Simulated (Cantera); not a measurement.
A perfectly stirred reactor is fed with CO : H2 : O2 : N2 = 1 : 0.038 : 1.04 : 3.9 (molar parts), at 750 Torr; it is adiabatic with a 425 K inlet, and is followed from long to short residence time, starting on the burning branch (τ in s: 0.28, 0.072, 0.018, 0.0046, 0.0012, 0.00029, 7.5e-05, 1.9e-05, 4.8e-06).

Cantera simulation using GRI-Mech 3.0 (53 species, 325 reactions); the numbers are that mechanism's predictions, not measurements.

**Question.** Predict: blow-out, bracketed by the residence times tried; x(CO) at τ = 0.280 s; x(H2) at τ = 0.280 s; x(O2) at τ = 0.280 s; x(N2O) at τ = 0.280 s; x(NO2) at τ = 0.280 s; x(CO) at τ = 1.20 ms; x(H2) at τ = 1.20 ms; x(O2) at τ = 1.20 ms; x(N2O) at τ = 1.20 ms; x(NO2) at τ = 1.20 ms.

**Answer.** 
```
Property                                                                       Result
------------------------------------------------  -----------------------------------
blow-out, bracketed by the residence times tried  burning at 1.20 ms, out at 0.290 ms
x(CO) at τ = 0.280 s                                                          0.00230
x(H2) at τ = 0.280 s                                                          1.86e-5
x(O2) at τ = 0.280 s                                                           0.0958
x(N2O) at τ = 0.280 s                                                         8.99e-7
x(NO2) at τ = 0.280 s                                                         6.85e-7
x(CO) at τ = 1.20 ms                                                           0.0456
x(H2) at τ = 1.20 ms                                                         0.000254
x(O2) at τ = 1.20 ms                                                            0.112
x(N2O) at τ = 1.20 ms                                                         7.18e-7
x(NO2) at τ = 1.20 ms                                                         2.80e-8
```
